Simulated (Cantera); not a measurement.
Chlorosilane synthesis and conversion: Si + HCl + H₂

Charge: 1 mol Si, 0.56 mol HCl, 1.7 mol H₂, equilibrated at 1225 °C and 1 atm.

Cantera equilibrium calculation (NASA polynomials, part measured and part estimated; ideal gas, pure solids and liquids). Candidate condensed phases: Si; 19 gas species. The tables' values for SiCl₃ are old estimates; treat these amounts as uncertain. Kinetics and transport are ignored.

```yaml
x(H₂): 0.842
x(HCl): 0.0967
x(SiCl₂): 0.0356
x(SiCl₃): 0.00953
x(SiCl₄): 0.00813
x(SiHCl₃): 0.00728
x(SiH₂Cl₂): 0.00104
x(SiH₃Cl): 4.33e-5
x(H): 1.57e-5
n(Si(s)): 0.864 mol
gas_amount: 2.213 mol
```
